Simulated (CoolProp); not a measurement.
A single-stage vapour-compression cycle with R410A: evaporating at 216.15 K (dew point), condensing at 285.15 K (bubble point), superheat 0 K, subcooling 8 K, compressor efficiency 0.7, no pressure losses. Each further row changes one setting.

Computed with CoolProp (reference Helmholtz-energy equation of state, Lemmon 2003). It is a pseudo-pure fit of the blend.

```
case                              cooling COP  pressure ratio  discharge temperature (K)  refrigerating effect (kJ/kg)  volumetric capacity (kJ/m³)
--------------------------------  -----------  --------------  -------------------------  ----------------------------  ---------------------------
as stated                                1.68            15.3                      367.2                           190                          602
evaporating temperature 221.15 K         1.90               ?                          ?                           193                          781
condensing temperature 280.15 K          1.86               ?                      358.3                           198                          626
subcooling 13 K                             ?            15.3                      367.2                           198                          626
superheat 10 K                           1.66            15.3                      380.8                           198                            ?
compressor efficiency 0.6                1.44            15.3                      386.1                           190                          602
```

Problem. What belongs in the gaps?

Solution. 
- evaporating temperature 221.15 K, pressure ratio: 11.8
- evaporating temperature 221.15 K, discharge temperature (K): 358.1
- condensing temperature 280.15 K, pressure ratio: 13.2
- subcooling 13 K, cooling COP: 1.75
- superheat 10 K, volumetric capacity (kJ/m³): 594
